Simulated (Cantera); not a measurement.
Input: 1 mol ZrO2, 6.1 mol H2, 0.9 mol H2O, equilibrated at 1275 K and 3000 Torr.

Method: chemical equilibrium by Gibbs-energy minimisation in Cantera with the NASA 1993 tables (ideal gas, pure condensed phases). Candidate condensed phases: H2O, Zr, ZrO2; 12 gas species. Rates play no part.

Base state: H2 0.871, H2O 0.129 (mole fractions); condensed: ZrO2(monoclinic).

Q: What changes in the equilibrium state with this change: ZrO2 replaced by Fe2O3?

A: 
```csv
species,before,after
H2,0.871,0.729
H2O,0.129,0.271
"ZrO2(monoclinic), mol",1.00,0
"FeO(s), mol",0,2.00
```
The tables' stoichiometric FeO is somewhat more stable than real wüstite, so its field is too wide. FeO: taken at fixed stoichiometry. Further candidate phases: Fe, FeO, Fe(OH)2, Fe(OH)3, Fe2O3, Fe3O4.
